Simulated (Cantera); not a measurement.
## Sublimation and decomposition of ceramics: SiC + C + H₂

A closed system holds: 1 mol SiC, a varied amount of C, 0.64 mol H₂, at 2548.15 K and 101000 Pa.

Cantera equilibrium calculation (NASA polynomials, part measured and part estimated; ideal gas, pure solids and liquids). Candidate condensed phases: C, C₆H₆, C₇H₈, C₈H₁₈, Si, SiC; 87 gas species. Gases not in the tables: Si₂H₆ and higher silanes. The numbers say what is thermodynamically allowed, not how fast it happens.

From 0.0065 mol C to 0.012 mol C the condensed part is SiC(s). From 0.017 mol C to 0.048 mol C the condensed part is C(graphite) + SiC(s). The main Si-bearing gas is Si throughout.

```
n(C) (mol)   x H₂     x H  x C₂H₂ (acetylene)     x Si     x SiH    x SiC₂  n SiC(s)  n C(graphite)
----------  -----  ------  ------------------  -------  --------  --------  --------  -------------
0.0065      0.959  0.0301             0.00663  0.00247  0.000598  0.000384     0.997              0
0.012       0.956  0.0301              0.0103  0.00198  0.000478  0.000480     0.997              0
0.017       0.954  0.0300              0.0126  0.00179  0.000432  0.000531     0.998        0.00171
0.022       0.954  0.0300              0.0126  0.00179  0.000432  0.000531     0.998        0.00671
0.027       0.954  0.0300              0.0126  0.00179  0.000432  0.000531     0.998         0.0117
0.033       0.954  0.0300              0.0126  0.00179  0.000432  0.000531     0.998         0.0177
0.038       0.954  0.0300              0.0126  0.00179  0.000432  0.000531     0.998         0.0227
0.043       0.954  0.0300              0.0126  0.00179  0.000432  0.000531     0.998         0.0277
0.048       0.954  0.0300              0.0126  0.00179  0.000432  0.000531     0.998         0.0327
```
x: gas mole fraction; n: condensed amount in mol.
